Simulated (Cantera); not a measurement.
A Cantera script and its output.

```python
import numpy as np
import cantera as ct

gas = ct.Solution("gri30.yaml")
gas.TPX = 1698, 1000000, {'CH3OH': 1, 'O2': 1, 'N2': 3.76}
reactor = ct.IdealGasConstPressureReactor(gas, energy="on", clone=False)
net = ct.ReactorNet([reactor])
net.rtol, net.atol = 1e-08, 1e-16
show = ['CH3OH', 'O2', 'O', 'H2O', 'N2O']
times = np.geomspace(2e-06, 7, 10)

steps = ct.SolutionArray(gas, extra=["t"])
rows = []
print(f"{'t/s':>10s}{'T/K':>9s}{'P/Pa':>11s}" + "".join(f"{s:>11s}" for s in show))
for t in times:
    while net.time < t:
        t_next = net.step()
        steps.append(gas.state, t=t_next)
    rows.append([np.interp(t, steps.t, y) for y in (steps.T, steps.P, *steps(*show).X.T)])
    print(f"{t:10.3e}{rows[-1][0]:9.1f}{rows[-1][1]:11.4g}" + "".join(f"{x:11.3e}" for x in rows[-1][2:]))
rate = np.gradient(steps.T, steps.t)
print("integrator steps:", len(steps.t))
if steps.T.max() > steps.T[0] + 200:
    print(f"time of steepest temperature rise: {steps.t[rate.argmax()]:.4e} s")
gas.TPX = 1698, 1000000, {'CH3OH': 1, 'O2': 1, 'N2': 3.76}
gas.equilibrate("HP")
print(f"equilibrium (HP): T = {gas.T:.1f} K  " + "  ".join(f"{s} {gas[s].X[0]:.3e}" for s in show))
```

It prints:

```
       t/s      T/K       P/Pa      CH3OH         O2          O        H2O        N2O
 2.000e-06   1705.2      1e+06  1.651e-01  1.688e-01  5.207e-07  4.279e-03  3.219e-08
 1.067e-05   2887.5      1e+06  2.340e-13  3.455e-03  2.249e-03  2.162e-01  3.858e-07
 5.692e-05   2947.2      1e+06  2.564e-13  2.071e-03  1.362e-03  2.219e-01  4.427e-07
 3.037e-04   2938.4      1e+06  2.686e-13  1.881e-03  1.258e-03  2.213e-01  5.062e-07
 1.620e-03   2937.5      1e+06  2.698e-13  1.864e-03  1.249e-03  2.212e-01  5.159e-07
 8.642e-03   2937.5      1e+06  2.698e-13  1.864e-03  1.249e-03  2.212e-01  5.159e-07
 4.610e-02   2937.5      1e+06  2.698e-13  1.864e-03  1.249e-03  2.212e-01  5.159e-07
 2.460e-01   2937.5      1e+06  2.698e-13  1.864e-03  1.249e-03  2.212e-01  5.159e-07
 1.312e+00   2937.5      1e+06  2.698e-13  1.864e-03  1.249e-03  2.212e-01  5.159e-07
 7.000e+00   2937.5      1e+06  2.698e-13  1.864e-03  1.249e-03  2.212e-01  5.159e-07
integrator steps: 1673
time of steepest temperature rise: 5.3894e-06 s
equilibrium (HP): T = 2937.5 K  CH3OH 2.802e-13  O2 1.864e-03  O 1.249e-03  H2O 2.212e-01  N2O 5.159e-07
```

Model: GRI-Mech 3.0 (53 species, 325 reactions), integrated in Cantera. GRI-Mech 3.0 was tuned for natural gas; its chemistry of methanol as a main component is partial and can be far from experiment.
